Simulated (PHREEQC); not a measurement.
Solution (25 °C): 0.0016 mol Pb(NO3)2 and 0.00039 mol H2SO4 per kg of water. Closed to the air; pH follows from the charge balance.

All values are PHREEQC results (ion-association model, phreeqc.dat), not measurements.

Precipitation was switched off in this run.

**Question.** Estimate the pH.

**Answer.** pH 3.15.

**Question.** In which forms is N present?

**Answer.** NO3- 98 %, PbNO3+ 1.5 % of the N.

Examples of supersaturated solids here: Anglesite. Others may be too. Complexes and solids missing from the database can't appear.
